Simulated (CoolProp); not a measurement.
Vapour-liquid equilibrium of n-pentane (1) + toluene (2) at 0.109 bar; x and y are mole fractions of (1).

Values from CoolProp's multi-fluid Helmholtz-energy mixture model, Thol 2019 and Lemmon 2006; pair parameters Bell 2016.

Give the bubble temperature and the first vapour's composition at x = 0.2, 0.35, 0.5. Is there an azeotrope?

x = 0.2: 280.2 K, y = 0.894; x = 0.35: 271.6 K, y = 0.947; x = 0.5: 266.7 K, y = 0.968. No azeotrope shows between x = 0.05 and 0.95.

Pair parameters are fitted to limited data, so mixtures are less certain than the pure fluids.
